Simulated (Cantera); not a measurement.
An isothermal plug-flow reactor at 1023 K and 4.93 atm (inlet), inlet velocity 1.4 m/s, active area per volume 4700 1/m; feed CH4 : O2 : N2 = 0.0064 : 0.11 : 0.79 (molar parts), equivalence ratio 0.12.

Detailed kinetics in Cantera: Deutschmann's 1995 Pt surface mechanism with GRI-Mech 3.0 gas chemistry. Catalytic surfaces can have several steady states; this one follows from the mechanism file's or the stated starting coverage. Mass transfer to the wall is taken as infinitely fast.

```json
[
 {"quantity": "x(CH4) at z = 0.0051 m", "before": "0.00419", "after": "0.00293"},
 {"quantity": "x(O2) at z = 0.0051 m", "before": "0.116", "after": "0.113"},
 {"quantity": "x(H2O) at z = 0.0051 m", "before": "0.00571", "after": "0.00824"},
 {"quantity": "x(CO2) at z = 0.0051 m", "before": "0.00285", "after": "0.00411"},
 {"quantity": "x(CO) at z = 0.0051 m", "before": "1.87e-6", "after": "1.46e-6"},
 {"quantity": "θ(free Pt) at the exit", "before": "0.138", "after": "0.173"},
 {"quantity": "θ(O*) at the exit", "before": "0.860", "after": "0.825"},
 {"quantity": "θ(OH*) at the exit", "before": "0.00242", "after": "0.00217"}
]
```

### Question
What was changed between the two runs?
A. CH4 0.0064 to 0.012 parts
B. inlet velocity 1.4 to 2 m/s
C. pressure from 4.93 atm to 2.27 atm
D. temperature 1023 to 823 K

### Answer
C, pressure from 4.93 atm to 2.27 atm
